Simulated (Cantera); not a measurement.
An adiabatic, constant-pressure homogeneous reactor starts with CH₄ : O₂ : N₂ = 1 : 1 : 3.76 (molar parts), at 1448 K and 0.316 atm.

Computed with Cantera and GRI-Mech 3.0 (53 species, 325 reactions).

Q: Predict: time of steepest temperature rise; temperature at 8.00 s; equilibrium temperature; x(O₂) at 8.00 s; x(O) at 8.00 s; x(CO) at 8.00 s; x(HO₂) at 8.00 s.

A: 
- time of steepest temperature rise = 6.50 ms
- temperature at 8.00 s = 2433 K
- equilibrium temperature = 2433 K
- x(O₂) at 8.00 s = 3.66e-5 (gas-phase equilibrium 3.66e-5)
- x(O) at 8.00 s = 0.000111 (gas-phase equilibrium 0.000111)
- x(CO) at 8.00 s = 0.130 (gas-phase equilibrium 0.130)
- x(HO₂) at 8.00 s = 1.54e-8 (gas-phase equilibrium 1.54e-8)
